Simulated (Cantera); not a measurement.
# Carbothermic reduction: Ta2O5 + C + H2

A closed system holds: 1 mol Ta2O5, 0.61 mol C, 0.56 mol H2, at 1.33 mbar.

These are equilibrium values from Cantera (NASA tables, ideal gas, pure condensed phases), not measurements of a reactor. Candidate condensed phases: C, C6H6, C7H8, C8H18, H2O, Ta, TaC, Ta2O5; 113 gas species. Mutual solubility and eutectic melting of coexisting phases are not modelled. TaC: taken at fixed stoichiometry. Condensed phases not in the tables: Ta2C, N, O or C dissolved in the metal. The numbers say what is thermodynamically allowed, not how fast it happens.

```json
[
 {"T (K)": "898", "x H2": "0.987", "x CO": "0.0128", "x H": "2.98e-9", "x TaO2": "<1e-12", "x TaO": "<1e-12", "x H2O": "4.24e-5", "x CH4": "0.000416", "x CO2": "1.27e-6", "n C(graphite)": "0.600", "n TaC(s)": "0.00290", "n Ta2O5(s)": "0.999", "n Ta(s)": "0", "n Ta2O5(l)": "0"},
 {"T (K)": "1048", "x H2": "0.562", "x CO": "0.437", "x H": "1.59e-7", "x TaO2": "<1e-12", "x TaO": "<1e-12", "x H2O": "0.000125", "x CH4": "1.21e-5", "x CO2": "0.000115", "n C(graphite)": "0", "n TaC(s)": "0.174", "n Ta2O5(s)": "0.913", "n Ta(s)": "0", "n Ta2O5(l)": "0"},
 {"T (K)": "1198", "x H2": "0.562", "x CO": "0.437", "x H": "3.90e-6", "x TaO2": "<1e-12", "x TaO": "<1e-12", "x H2O": "0.000197", "x CH4": "2.99e-7", "x CO2": "0.000112", "n C(graphite)": "0", "n TaC(s)": "0.174", "n Ta2O5(s)": "0.913", "n Ta(s)": "0", "n Ta2O5(l)": "0"},
 {"T (K)": "1348", "x H2": "0.562", "x CO": "0.437", "x H": "4.75e-5", "x TaO2": "6.43e-12", "x TaO": "<1e-12", "x H2O": "0.000276", "x CH4": "1.70e-8", "x CO2": "0.000110", "n C(graphite)": "0", "n TaC(s)": "0.174", "n Ta2O5(s)": "0.913", "n Ta(s)": "0", "n Ta2O5(l)": "0"},
 {"T (K)": "1498", "x H2": "0.562", "x CO": "0.437", "x H": "0.000353", "x TaO2": "2.24e-9", "x TaO": "6.99e-11", "x H2O": "0.000359", "x CH4": "1.74e-9", "x CO2": "0.000108", "n C(graphite)": "0", "n TaC(s)": "0.174", "n Ta2O5(s)": "0.913", "n Ta(s)": "0", "n Ta2O5(l)": "0"},
 {"T (K)": "1648", "x H2": "0.561", "x CO": "0.437", "x H": "0.00183", "x TaO2": "2.60e-7", "x TaO": "1.87e-8", "x H2O": "0.000440", "x CH4": "2.72e-10", "x CO2": "0.000107", "n C(graphite)": "0", "n TaC(s)": "0.174", "n Ta2O5(s)": "0.913", "n Ta(s)": "0", "n Ta2O5(l)": "0"},
 {"T (K)": "1798", "x H2": "0.556", "x CO": "0.436", "x H": "0.00719", "x TaO2": "1.33e-5", "x TaO": "1.93e-6", "x H2O": "0.000515", "x CH4": "5.78e-11", "x CO2": "0.000106", "n C(graphite)": "0", "n TaC(s)": "0.174", "n Ta2O5(s)": "0.913", "n Ta(s)": "0", "n Ta2O5(l)": "0"},
 {"T (K)": "1948", "x H2": "0.462", "x CO": "0.516", "x H": "0.0210", "x TaO2": "0.000311", "x TaO": "5.99e-5", "x H2O": "0.000670", "x CH4": "9.58e-12", "x CO2": "0.000170", "n C(graphite)": "0", "n TaC(s)": "0", "n Ta2O5(s)": "0.878", "n Ta(s)": "0.244", "n Ta2O5(l)": "0"},
 {"T (K)": "2098", "x H2": "0.434", "x CO": "0.504", "x H": "0.0555", "x TaO2": "0.00378", "x TaO": "0.000738", "x H2O": "0.00116", "x CH4": "1.69e-12", "x CO2": "0.000274", "n C(graphite)": "0", "n TaC(s)": "0", "n Ta2O5(s)": "0", "n Ta(s)": "0.243", "n Ta2O5(l)": "0.876"},
 {"T (K)": "2248", "x H2": "0.370", "x CO": "0.471", "x H": "0.122", "x TaO2": "0.0280", "x TaO": "0.00600", "x H2O": "0.00156", "x CH4": "<1e-12", "x CO2": "0.000365", "n C(graphite)": "0", "n TaC(s)": "0", "n Ta2O5(s)": "0", "n Ta(s)": "0.233", "n Ta2O5(l)": "0.861"}
]
```
x: gas mole fraction; n: condensed amount in mol.

At 898 K the condensed part is C(graphite) + TaC(s) + Ta2O5(s). From 1048 K to 1798 K the condensed part is TaC(s) + Ta2O5(s). At 1948 K the condensed part is Ta(s) + Ta2O5(s). From 2098 K to 2248 K the condensed part is Ta(s) + Ta2O5(l).
